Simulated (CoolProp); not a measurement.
Properties of nitrous oxide along the isobar 79.5 bar.

Computed with CoolProp (reference Helmholtz-energy equation of state, Lemmon 2006). It is a short technical equation, of lower accuracy than the large ones.

```
T (°C)          phase  density (kg/m³)  cv (kJ/(kg K))  Joule-Thomson coefficient (K/MPa)  isothermal compressibility (1/MPa)  expansivity (1/kK)
------  -------------  ---------------  --------------  ---------------------------------  ----------------------------------  ------------------
-44.55         liquid             1109          0.9212                            -0.1665                            0.002116               2.947
-36.35         liquid             1082          0.9169                            -0.1304                            0.002479                   ?
-28.15         liquid             1053          0.9134                           -0.08600                            0.002940               3.405
-19.95         liquid             1023          0.9107                           -0.03087                            0.003542               3.716
-11.75         liquid            990.4          0.9088                            0.03891                            0.004352               4.111
-3.45          liquid            955.2          0.9079                             0.1309                            0.005511               4.640
4.75           liquid            917.0          0.9082                             0.2538                            0.007233               5.371
12.95          liquid                ?          0.9105                             0.4296                                   ?               6.482
21.15          liquid            822.7          0.9165                             0.7054                             0.01555               8.424
29.35          liquid            756.1          0.9317                                  ?                             0.03013               12.95
37.65   supercritical            631.8               ?                              2.872                              0.1579               43.59
45.85   supercritical            281.7           1.014                              8.182                              0.4533               41.41
```

Q: Fill in the missing entries.

A: 
- -36.35, expansivity (1/kK): 3.154
- 12.95, density (kg/m³): 873.8
- 12.95, isothermal compressibility (1/MPa): 0.01007
- 29.35, Joule-Thomson coefficient (K/MPa): 1.222
- 37.65, cv (kJ/(kg K)): 0.9934
